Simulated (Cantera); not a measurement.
Mixture: CH₃OH : O₂ : N₂ = 1 : 1.61 : 6.06 (molar parts), equivalence ratio 0.93, at 100000 Pa, adiabatic and at constant pressure. Ignition delay is the time to a rise of 400 K.

Model: GRI-Mech 3.0 (53 species, 325 reactions), integrated in Cantera. GRI-Mech 3.0 was tuned for natural gas; its chemistry of methanol as a main component is partial and can be far from experiment.

**Question.** What does this change do: CH3OH 1 to 0.49 parts?

**Answer.** 
```tsv
quantity	before	after
delay at 1075 K	98.0 ms	0.114 s
delay at 1175 K	14.8 ms	17.3 ms
delay at 1275 K	3.09 ms	3.68 ms
delay at 1375 K	0.845 ms	1.05 ms
delay at 1475 K	0.291 ms	0.379 ms
apparent activation energy between 1375 and 1475 K	180 kJ/mol	170 kJ/mol
```
